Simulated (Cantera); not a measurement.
Mixture: CH4 : CO : O2 : N2 = 1 : 0.033 : 1.34 : 8.07 (molar parts), equivalence ratio 1.5, at 101000 Pa, adiabatic and at constant pressure. Ignition delay is the time to a rise of 400 K.

Computed with Cantera and GRI-Mech 3.0 (53 species, 325 reactions).

Question: What does this change do: CH4 1 to 1.5 parts?

Answer: 
```tsv
quantity	before	after
delay at 1175 K	0.133 s	0.166 s
delay at 1325 K	16.9 ms	21.0 ms
delay at 1475 K	2.75 ms	3.36 ms
delay at 1625 K	0.608 ms	0.709 ms
delay at 1775 K	0.188 ms	0.210 ms
apparent activation energy between 1625 and 1775 K	190 kJ/mol	190 kJ/mol
```
